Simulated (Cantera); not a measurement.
A freely propagating, adiabatic, planar premixed flame of 7.87 % CH₄, 19.2 % O₂, 72.9 % N₂, unburnt at 550 K and 4.60 bar; mixture-averaged transport, grid criteria slope 0.08 and curve 0.16, no radiation.

Detailed kinetics in Cantera: GRI-Mech 3.0 (53 species, 325 reactions). Burning velocities carry a grid error of a few per cent, more on coarse grids.

x: mole fraction of selected species; z is measured from the peak of heat release.

```csv
z (mm),T (K),u (m/s),x CH₄,x O₂,x H₂O₂,x HO₂,x O,x C₂H₂
-0.392,551,0.492,0.0786,0.192,7.52e-8,1.29e-7,<1e-8,<1e-8
-0.261,555,0.497,0.0782,0.191,___,___,<1e-8,___
-0.196,572,0.513,0.0769,0.190,2.82e-6,5.04e-6,<1e-8,3.23e-7
-0.131,661,0.595,0.0713,0.183,1.46e-5,3.02e-5,<1e-8,2.44e-6
-0.0654,1050,0.953,0.0478,0.148,5.00e-5,0.000150,2.15e-6,1.79e-5
-0.0327,1424,1.30,0.0252,0.111,2.49e-5,0.000220,4.32e-5,4.13e-5
0,1791,1.64,0.00481,0.0699,2.39e-6,0.000134,0.000543,5.81e-5
0.0327,1950,1.77,0.000183,0.0493,8.93e-7,3.27e-5,0.00178,4.46e-6
0.0654,2019,1.83,3.76e-6,0.0431,6.95e-7,1.92e-5,0.00191,6.63e-8
0.131,2095,1.89,<1e-8,0.0389,___,___,___,<1e-8
0.261,2155,1.93,<1e-8,0.0365,3.29e-7,5.64e-6,0.000695,<1e-8
0.523,2187,1.96,<1e-8,0.0353,2.39e-7,3.39e-6,0.000346,<1e-8
1.05,2197,1.97,<1e-8,0.0350,2.14e-7,2.86e-6,0.000248,<1e-8
```

Question: Some entries are withheld; supply them.

Answer: 
- -0.261, x H₂O₂: 6.33e-7
- -0.261, x HO₂: 1.10e-6
- -0.261, x C₂H₂: 5.67e-8
- 0.131, x H₂O₂: 4.96e-7
- 0.131, x HO₂: 1.10e-5
- 0.131, x O: 0.00134
